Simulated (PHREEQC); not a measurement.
## City or well water: speciation

Model water analysis in mg/L, 20 °C, pH 6.93, pe 8.5:

| constituent | mg/L |
|---|---|
| Na | 12.3 |
| K | 0.143 |
| Ca | 4.23 |
| Mg | 4.34 |
| Cl | 5.43 |
| S(6) as SO4 | 25.1 |
| Alkalinity as HCO3 | 25.3 |
| F | 0.0576 |
| Li | 0.102 |
| Si as SiO2 | 0.374 |

Valence states are taken as typed.

The numbers come from PHREEQC with the ion-association model, phreeqc.dat.

The ionic strength is 0.00161 mol/kgw. The specific conductance comes out as 108 µS/cm and the charge-balance error comes out as 1.3 %.

| species | molality | activity | log γ |
|---|---|---|---|
| Na+ | 0.000534 | 0.000511 | -0.019 |
| HCO3- | 0.000413 | 0.000395 | -0.019 |
| SO4-2 | 0.000251 | 0.000211 | -0.076 |
| Mg+2 | 0.000171 | 0.000144 | -0.075 |
| Cl- | 0.000153 | 0.000147 | -0.019 |
| CO2 | 0.000112 | 0.000112 | 0.000 |
| Ca+2 | 0.000102 | 8.56e-5 | -0.076 |
| Li+ | 1.47e-5 | 1.41e-5 | -0.019 |
| MgSO4 | 6.25e-6 | 6.25e-6 | 0.000 |
| H4SiO4 | 6.22e-6 | 6.22e-6 | 0.000 |
| K+ | 3.65e-6 | 3.49e-6 | -0.019 |

This is a speciation only: nothing precipitates in the calculation. Species that the database lacks are ignored. SiF6-2 is the database's only silicon fluoride.
